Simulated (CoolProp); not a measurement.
Vapour-liquid equilibrium of ethylene (1) + propane (2) at 229.9 K; x and y are mole fractions of (1).

Computed with CoolProp (multi-fluid Helmholtz-energy mixture model, Smukala 2000 and Lemmon 2009; pair parameters Bell 2016).

```tsv
x	bubble pressure (kPa)	y at the bubble point	dew pressure at overall composition x (kPa)	liquid density (mol/L)
0.05	158.1	0.408	101.2	13.37
0.2	344.1	0.756	119.2	13.90
0.35	526.1	0.860	145.0	14.44
0.5	702.0	0.912	184.7	14.99
0.65	874.5	0.945	253.9	15.53
0.8	1051	0.970	404.0	16.05
0.95	1244	0.992	908.4	16.53
```

No azeotrope shows between x = 0.05 and 0.95.

The pair parameters rest on a limited set of measurements; away from them the model extrapolates. The gap from Raoult's law changes sign with composition, which may be real or a fault of the pair parameters; it wasn't checked against measurements.
